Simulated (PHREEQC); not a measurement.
Dissolve 13 mmol/kgw (NH4)2SiF6 at 25 °C. Closed to the air; pH follows from the charge balance.

Computed with PHREEQC (ion-association model, wateq4f.dat).

Each row changes one thing in this solution. Precipitation was switched off in this run.

| case | pH | ionic strength (mol/kgw) | SiF6-2 (mol/kgw) | F- (mol/kgw) | HF (mol/kgw) | H4SiO4 (mol/kgw) | SI of Chalcedony (SiO2) |
|---|---|---|---|---|---|---|---|
| as made | 3.16 | 0.0391 | 0.0123 | 0.00209 | 0.00178 | 0.000652 | +0.37 |
| (NH4)2SiF6 from 0.013 to 0.0143 mol/kgw | 3.16 | 0.0430 | 0.0136 | 0.00212 | 0.00180 | 0.000660 | ? |
| (NH4)2SiF6 from 0.013 to 0.13 mol/kgw | 3.06 | 0.390 | 0.129 | 0.00279 | 0.00218 | 0.000841 | +0.52 |
| temperature from 25 to 15 °C | 3.16 | ? | 0.0125 | 0.00185 | 0.00132 | 0.000533 | +0.40 |
| (NH4)2SiF6 from 0.013 to 0.065 mol/kgw | 3.09 | 0.195 | 0.0642 | 0.00257 | 0.00210 | 0.000789 | +0.47 |
| (NH4)2SiF6 from 0.013 to 0.0065 mol/kgw | 3.19 | 0.0196 | 0.00590 | 0.00191 | 0.00162 | 0.000595 | +0.33 |

Q: Fill in the missing entries.

A: 
- (NH4)2SiF6 from 0.013 to 0.0143 mol/kgw, SI of Chalcedony (SiO2): +0.38
- temperature from 25 to 15 °C, ionic strength (mol/kgw): 0.0393

Some of these states are supersaturated (in Quartz (slow to form), Chalcedony (slow to form), for instance). SiF6-2 is the database's only silicon fluoride.
